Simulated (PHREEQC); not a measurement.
Make-up at 20 °C: 0.057 mol TMAH and 3.6e-05 mol H4SiO4 per kg of water. Closed to the air; pH follows from the charge balance.

The numbers come from PHREEQC with the ion-association model, phreeqc.dat.

```csv
quantity,before,after
pH,12.83,10.91
H3SiO4- (mol/kgw),2.28e-5,3.27e-7
H2SiO4-2 (mol/kgw),1.31e-5,1.39e-9
H4SiO4 (mol/kgw),2.21e-8,3.19e-8
SI of Quartz (SiO2),-3.59,-3.44
```

Q: Which change was made?
(A) H4SiO4 replaced by Na2SiF6 at the same molality
(B) H4SiO4 from 3.6e-05 to 0.00018 mol/kgw
(C) H4SiO4 replaced by H2SiF6 at the same molality
(D) diluted 100-fold with water
(E) temperature from 20 to 15 °C

A: D, diluted 100-fold with water

Precipitation was switched off in this run. (CH3)4N+ isn't in the database: it is added as a free cation with an ion size of 4 Å.
